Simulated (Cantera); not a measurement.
What does this Cantera script print?

```python
import numpy as np
import cantera as ct

gas = ct.Solution("gri30.yaml")
gas.TPX = 1675, 800000, {'CO': 1, 'H2': 0.55, 'O2': 0.791, 'N2': 7.35}
reactor = ct.IdealGasReactor(gas, energy="on", clone=False)
net = ct.ReactorNet([reactor])
net.rtol, net.atol = 1e-08, 1e-16
show = ['CO', 'H2', 'O2', 'OH', 'H2O2', 'H']
times = np.geomspace(5e-06, 1, 12)

steps = ct.SolutionArray(gas, extra=["t"])
rows = []
print(f"{'t/s':>10s}{'T/K':>9s}{'P/Pa':>11s}" + "".join(f"{s:>11s}" for s in show))
for t in times:
    while net.time < t:
        t_next = net.step()
        steps.append(gas.state, t=t_next)
    rows.append([np.interp(t, steps.t, y) for y in (steps.T, steps.P, *steps(*show).X.T)])
    print(f"{t:10.3e}{rows[-1][0]:9.1f}{rows[-1][1]:11.4g}" + "".join(f"{x:11.3e}" for x in rows[-1][2:]))
rate = np.gradient(steps.T, steps.t)
print("integrator steps:", len(steps.t))
if steps.T.max() > steps.T[0] + 200:
    print(f"time of steepest temperature rise: {steps.t[rate.argmax()]:.4e} s")
gas.TPX = 1675, 800000, {'CO': 1, 'H2': 0.55, 'O2': 0.791, 'N2': 7.35}
gas.equilibrate("UV")
print(f"equilibrium (UV): T = {gas.T:.1f} K  " + "  ".join(f"{s} {gas[s].X[0]:.3e}" for s in show))
```

It prints:

```
       t/s      T/K       P/Pa         CO         H2         O2         OH       H2O2          H
 5.000e-06   2218.8  1.029e+06  6.421e-02  6.728e-03  3.159e-02  9.710e-03  6.028e-07  1.134e-02
 1.517e-05   2643.0  1.195e+06  3.943e-02  4.023e-03  2.000e-02  8.400e-03  2.903e-07  2.784e-03
 4.600e-05   2780.1  1.246e+06  2.913e-02  2.778e-03  1.486e-02  6.671e-03  2.813e-07  1.252e-03
 1.395e-04   2785.6  1.248e+06  2.839e-02  2.713e-03  1.369e-02  6.377e-03  2.735e-07  1.156e-03
 4.233e-04   2776.6  1.244e+06  2.866e-02  2.761e-03  1.239e-02  6.090e-03  2.561e-07  1.131e-03
 1.284e-03   2770.4  1.241e+06  2.886e-02  2.797e-03  1.154e-02  5.898e-03  2.446e-07  1.114e-03
 3.894e-03   2769.9  1.241e+06  2.888e-02  2.800e-03  1.148e-02  5.883e-03  2.437e-07  1.113e-03
 1.181e-02   2769.9  1.241e+06  2.888e-02  2.800e-03  1.148e-02  5.883e-03  2.437e-07  1.113e-03
 3.583e-02   2769.9  1.241e+06  2.888e-02  2.800e-03  1.148e-02  5.883e-03  2.437e-07  1.113e-03
 1.087e-01   2769.9  1.241e+06  2.888e-02  2.800e-03  1.148e-02  5.883e-03  2.437e-07  1.113e-03
 3.297e-01   2769.9  1.241e+06  2.888e-02  2.800e-03  1.148e-02  5.883e-03  2.437e-07  1.113e-03
 1.000e+00   2769.9  1.241e+06  2.888e-02  2.800e-03  1.148e-02  5.883e-03  2.437e-07  1.113e-03
integrator steps: 1267
time of steepest temperature rise: 2.7009e-06 s
equilibrium (UV): T = 2769.9 K  CO 2.888e-02  H2 2.800e-03  O2 1.148e-02  OH 5.883e-03  H2O2 2.437e-07  H 1.113e-03
```

Cantera simulation using GRI-Mech 3.0 (53 species, 325 reactions); the numbers are that mechanism's predictions, not measurements. The hydrogen kinetics of GRI-Mech 3.0 are dated; newer H2 mechanisms differ, most at raised pressure.
